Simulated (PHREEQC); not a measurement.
0.033 g of hydrous ferric oxide (600 m²/g; 0.2 weak and 0.005 strong sites per Fe, Dzombak-Morel constants, diffuse double layer) in 1 kg of water with 0.001 mol/kgw of an inert sodium salt and 2.1e-07 mol Na2HAsO4 and 4.9e-05 mol NaH2PO4, at 25 °C; the pH is set by adding NaOH or the inert anion's acid. Oxygen alone is held at its pressure in air (log pO2 = -0.68). No CO2 enters from the air. Nothing may precipitate in this run.

Computed with PHREEQC (ion-association model, wateq4f.dat).

```json
[
 {"pH": "3", "As sorbed (%)": "99.9", "P sorbed (%)": "99.7", "surface charge σ (C/m²)": "0.052", "surface potential ψ (mV)": "152"},
 {"pH": "3.5", "As sorbed (%)": "99.9", "P sorbed (%)": "99.5", "surface charge σ (C/m²)": "0.029", "surface potential ψ (mV)": "133"},
 {"pH": "4", "As sorbed (%)": "99.8", "P sorbed (%)": "98.8", "surface charge σ (C/m²)": "0.016", "surface potential ψ (mV)": "(withheld)"},
 {"pH": "4.5", "As sorbed (%)": "99.5", "P sorbed (%)": "97.3", "surface charge σ (C/m²)": "0.009", "surface potential ψ (mV)": "84"},
 {"pH": "5", "As sorbed (%)": "98.9", "P sorbed (%)": "94.4", "surface charge σ (C/m²)": "0.006", "surface potential ψ (mV)": "(withheld)"},
 {"pH": "5.5", "As sorbed (%)": "98.0", "P sorbed (%)": "89.8", "surface charge σ (C/m²)": "(withheld)", "surface potential ψ (mV)": "38"},
 {"pH": "6", "As sorbed (%)": "96.6", "P sorbed (%)": "84.2", "surface charge σ (C/m²)": "0.001", "surface potential ψ (mV)": "17"},
 {"pH": "6.5", "As sorbed (%)": "94.7", "P sorbed (%)": "77.5", "surface charge σ (C/m²)": "0.000", "surface potential ψ (mV)": "-1"},
 {"pH": "7", "As sorbed (%)": "91.8", "P sorbed (%)": "69.2", "surface charge σ (C/m²)": "-0.001", "surface potential ψ (mV)": "-16"},
 {"pH": "7.5", "As sorbed (%)": "86.9", "P sorbed (%)": "57.5", "surface charge σ (C/m²)": "-0.002", "surface potential ψ (mV)": "-29"},
 {"pH": "8", "As sorbed (%)": "80.6", "P sorbed (%)": "(withheld)", "surface charge σ (C/m²)": "-0.003", "surface potential ψ (mV)": "-40"},
 {"pH": "8.5", "As sorbed (%)": "76.4", "P sorbed (%)": "24.3", "surface charge σ (C/m²)": "(withheld)", "surface potential ψ (mV)": "-51"},
 {"pH": "9", "As sorbed (%)": "70.2", "P sorbed (%)": "10.1", "surface charge σ (C/m²)": "-0.006", "surface potential ψ (mV)": "-64"},
 {"pH": "9.5", "As sorbed (%)": "45.8", "P sorbed (%)": "2.4", "surface charge σ (C/m²)": "-0.010", "surface potential ψ (mV)": "-83"},
 {"pH": "10", "As sorbed (%)": "12.8", "P sorbed (%)": "0.3", "surface charge σ (C/m²)": "-0.017", "surface potential ψ (mV)": "-107"},
 {"pH": "10.5", "As sorbed (%)": "2.2", "P sorbed (%)": "0.0", "surface charge σ (C/m²)": "-0.030", "surface potential ψ (mV)": "-133"},
 {"pH": "11", "As sorbed (%)": "0.4", "P sorbed (%)": "0.0", "surface charge σ (C/m²)": "-0.056", "surface potential ψ (mV)": "-155"}
]
```

Question: Some entries are withheld; supply them.

Answer: 
- 4, surface potential ψ (mV): 109
- 5, surface potential ψ (mV): 60
- 5.5, surface charge σ (C/m²): 0.003
- 8, P sorbed (%): 41.6
- 8.5, surface charge σ (C/m²): -0.005

H3PO4, which wateq4f.dat lacks, is added to it with the constant of phreeqc.dat. The oxide is taken as insoluble; below pH 4 it would dissolve.
